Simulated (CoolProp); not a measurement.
The numbers come from the reference Helmholtz-energy equation of state, Platzer 1990 in CoolProp. This equation is an older, rougher fit; its heat capacities, sound speeds and derivatives of the liquid may be far off and weren't checked against measurements.

Question: Give the vapour pressure (MPa), vapour density (kg/m³), enthalpy of vaporisation (kJ/kg), surface tension (mN/m) of saturated R21 at 115.65, 123.95 °C.

Answer: 
| T (°C) | p (MPa) | vapour density (kg/m³) | enthalpy of vaporisation (kJ/kg) | surface tension (mN/m) |
|---|---|---|---|---|
| 115.65 | 1.81 | 76.9 | 162 | 5.76 |
| 123.95 | 2.12 | 91.5 | 154 | 4.82 |

Surface tension comes from a separate correlation (Mulero 2012).
